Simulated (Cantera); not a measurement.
An isothermal, constant-pressure homogeneous reactor starts with NO : N2 = 1 : 3.3 (molar parts), at 1850 K and 0.0470 bar.

Cantera simulation using GRI-Mech 3.0 (53 species, 325 reactions); the numbers are that mechanism's predictions, not measurements. Radical loss at walls, strong at low pressure, is not modelled.

One state of this run: x NO = 0.207; x N2O = 1.64e-5; x O2 = 0.0127; x NO2 = 2.58e-5; x O = 0.000117; x N2 = 0.780. x: mole fraction; the columns are a selection and need not sum to one.

### Question
Which value of t (s) does it belong to?
(A) 0.0519
(B) 0.00395
(C) 50.0
(D) 8.97

### Answer
D, 8.97
